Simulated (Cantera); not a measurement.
A perfectly stirred reactor is fed with 32.0 % H2, 36.4 % O2, 31.6 % N2, at 0.148 atm; it is held at 925 K, and followed from long to short residence time.

Computed with Cantera and the H2/O2 subset of GRI-Mech 3.0, which has no nitrogen chemistry. Below about 950 K walls govern HO2 and H2O2 in real vessels. The temperature is held fixed by assumption; the heat of reaction is taken as removed at once.

### Question
Predict: x(H2) at τ = 0.730 s; x(O2) at τ = 0.730 s; x(H) at τ = 0.730 s; x(HO2) at τ = 0.730 s; x(H2O) at τ = 0.730 s; x(H2) at τ = 36.0 ms; x(O2) at τ = 36.0 ms; x(H) at τ = 36.0 ms; x(HO2) at τ = 36.0 ms; x(H2O) at τ = 36.0 ms.

### Answer
- x(H2) at τ = 0.730 s = 0.0288
- x(O2) at τ = 0.730 s = 0.253
- x(H) at τ = 0.730 s = 9.89e-6
- x(HO2) at τ = 0.730 s = 9.09e-5
- x(H2O) at τ = 0.730 s = 0.347
- x(H2) at τ = 36.0 ms = 0.0411
- x(O2) at τ = 36.0 ms = 0.258
- x(H) at τ = 36.0 ms = 0.000193
- x(HO2) at τ = 36.0 ms = 0.000107
- x(H2O) at τ = 36.0 ms = 0.332
